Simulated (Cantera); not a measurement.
**Pyrogenic steam for wet oxidation**

An isothermal, constant-pressure homogeneous reactor starts with 43.6 % H₂, 36.4 % O₂, 20.0 % N₂, at 1050 K and 13000 Pa.

Cantera simulation using the H2/O2 subset of GRI-Mech 3.0, which has no nitrogen chemistry; the numbers are that mechanism's predictions, not measurements. The temperature is held fixed by assumption; the heat of reaction is taken as removed at once.

| t (s) | x H₂ | x O₂ | x H₂O | x H | x OH | x H₂O₂ | x HO₂ |
|---|---|---|---|---|---|---|---|
| 3.00e-6 | 0.436 | 0.364 | 5.76e-12 | 1.62e-10 | 5.08e-12 | <1e-12 | 1.67e-10 |
| 1.04e-5 | 0.436 | 0.364 | 1.32e-10 | 6.22e-10 | 3.21e-11 | <1e-12 | 5.85e-10 |
| 3.58e-5 | 0.436 | 0.364 | 3.40e-9 | 4.43e-9 | 2.81e-10 | 2.96e-12 | 2.22e-9 |
| 0.000124 | 0.436 | 0.364 | 6.09e-7 | 4.94e-7 | 3.23e-8 | 9.24e-11 | 4.76e-8 |
| 0.000428 | 0.110 | 0.230 | 0.303 | 0.113 | 0.00814 | 5.06e-6 | 7.45e-5 |
| 0.00148 | 0.00351 | 0.187 | 0.553 | 0.000176 | 0.000543 | 6.92e-6 | 5.11e-5 |
| 0.00510 | 0.000622 | 0.186 | 0.557 | 7.15e-6 | 0.000144 | 2.84e-6 | 1.71e-5 |
| 0.0176 | 7.63e-5 | 0.186 | 0.558 | 3.54e-7 | 5.82e-5 | 6.40e-7 | 2.89e-6 |
| 0.0609 | 3.94e-6 | 0.186 | 0.558 | 1.07e-8 | 2.47e-5 | 1.46e-7 | 2.32e-7 |
| 0.211 | 1.38e-7 | 0.186 | 0.558 | 5.21e-10 | 1.12e-5 | 3.61e-8 | 2.76e-8 |
| 0.727 | 2.25e-8 | 0.186 | 0.558 | 6.19e-11 | 5.60e-6 | 9.99e-9 | 7.05e-9 |
| 2.51 | 5.90e-9 | 0.186 | 0.558 | 9.15e-12 | 2.94e-6 | 2.92e-9 | 2.73e-9 |
| 8.68 | 1.99e-9 | 0.186 | 0.558 | 1.79e-12 | 1.63e-6 | 9.36e-10 | 2.18e-9 |
| 30.0 | 1.33e-9 | 0.186 | 0.558 | <1e-12 | 1.15e-6 | 4.78e-10 | 2.53e-9 |
x: mole fraction; the columns are a selection and need not sum to one.

Equilibrium at this temperature and pressure: H₂ 1.31e-9, O₂ 0.186, H₂O 0.558, H <1e-12, OH 1.12e-6, H₂O₂ 4.50e-10, HO₂ 2.58e-9 (gas phase only).
